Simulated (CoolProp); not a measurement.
Vapour-liquid equilibrium of CHF3 (R23) (1) + R134a (2) at 222.2 K; x and y are mole fractions of (1).

Model: multi-fluid Helmholtz-energy mixture model, Penoncello 2003 and Tillner-Roth 1994; pair parameters Bell 2016, in CoolProp.

```json
[
 {"x": "0.05", "bubble pressure, mixture model (MPa)": "0.04756", "bubble pressure, Raoult's law (MPa)": "0.04950", "y, mixture model": "0.437", "y, Raoult's law": "0.465"},
 {"x": "0.2", "bubble pressure, mixture model (MPa)": "0.1068", "bubble pressure, Raoult's law (MPa)": "0.1144", "y, mixture model": "0.781", "y, Raoult's law": "0.805"},
 {"x": "0.35", "bubble pressure, mixture model (MPa)": "0.1676", "bubble pressure, Raoult's law (MPa)": "0.1793", "y, mixture model": "0.883", "y, Raoult's law": "0.899"},
 {"x": "0.5", "bubble pressure, mixture model (MPa)": "0.2308", "bubble pressure, Raoult's law (MPa)": "0.2442", "y, mixture model": "0.932", "y, Raoult's law": "0.943"},
 {"x": "0.65", "bubble pressure, mixture model (MPa)": "0.2968", "bubble pressure, Raoult's law (MPa)": "0.3092", "y, mixture model": "0.962", "y, Raoult's law": "0.968"},
 {"x": "0.8", "bubble pressure, mixture model (MPa)": "0.3655", "bubble pressure, Raoult's law (MPa)": "0.3741", "y, mixture model": "0.982", "y, Raoult's law": "0.985"},
 {"x": "0.95", "bubble pressure, mixture model (MPa)": "0.4365", "bubble pressure, Raoult's law (MPa)": "0.4390", "y, mixture model": "0.996", "y, Raoult's law": "0.997"}
]
```

The largest gap from Raoult's law is -6.6 % in bubble pressure, at x = 0.2. No azeotrope shows between x = 0.05 and 0.95.

Pair parameters are fitted to limited data, so mixtures are less certain than the pure fluids.
